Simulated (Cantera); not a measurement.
An adiabatic, constant-pressure homogeneous reactor starts with CH4 : O2 : N2 = 1 : 2.02 : 7.6 (molar parts), equivalence ratio 0.99, at 1175 K and 260000 Pa. Integrator tolerance rtol = 1e-08.

Model: GRI-Mech 3.0 (53 species, 325 reactions), integrated in Cantera.

```json
[
 {"quantity": "time of steepest temperature rise", "before": "27.1 ms", "after": "1.64 ms"},
 {"quantity": "temperature at 0.300 s", "before": "2662 K", "after": "2757 K"},
 {"quantity": "equilibrium temperature", "before": "2662 K", "after": "2757 K"},
 {"quantity": "x(CH4) at 0.300 s", "before": "<1e-12 (gas-phase equilibrium <1e-12)", "after": "<1e-12 (gas-phase equilibrium <1e-12)"},
 {"quantity": "x(O2) at 0.300 s", "before": "0.0141 (gas-phase equilibrium 0.0141)", "after": "0.0169 (gas-phase equilibrium 0.0169)"},
 {"quantity": "x(C2H2) at 0.300 s", "before": "<1e-12 (gas-phase equilibrium <1e-12)", "after": "<1e-12 (gas-phase equilibrium <1e-12)"},
 {"quantity": "x(H2O) at 0.300 s", "before": "0.165 (gas-phase equilibrium 0.165)", "after": "0.158 (gas-phase equilibrium 0.158)"},
 {"quantity": "x(NO) at 0.300 s", "before": "0.00732 (gas-phase equilibrium 0.00732)", "after": "0.00919 (gas-phase equilibrium 0.00919)"},
 {"quantity": "x(HCN) at 0.300 s", "before": "8.43e-10 (gas-phase equilibrium 8.43e-10)", "after": "1.60e-9 (gas-phase equilibrium 1.60e-9)"}
]
```

### Question
Name the change that produced these shifts.
A) pressure from 260000 Pa to 101000 Pa
B) initial temperature 1175 to 1400 K
C) N2 7.6 to 14 parts
D) initial temperature 1175 to 1450 K

### Answer
B, initial temperature 1175 to 1400 K
